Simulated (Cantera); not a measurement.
A closed system holds: 1 mol Si2Cl6, 0.16 mol HCl, 64 mol H2, held at 5.10 mbar.

Equilibrium computed with Cantera from the NASA thermochemical tables; the gas is ideal and each condensed phase is pure. Candidate condensed phases: Si; 19 gas species. The feed counts by its element totals alone. The tables' values for SiCl3 are old estimates; treat these amounts as uncertain. Kinetics and transport are ignored.

Problem. At 802 °C, list the 5 most abundant gas species with their mole fractions, and the condensed phases.

Solution. H2 0.942, HCl 0.0422, SiCl4 0.00804, SiCl2 0.00370, SiHCl3 0.00223. Condensed: Si(s).
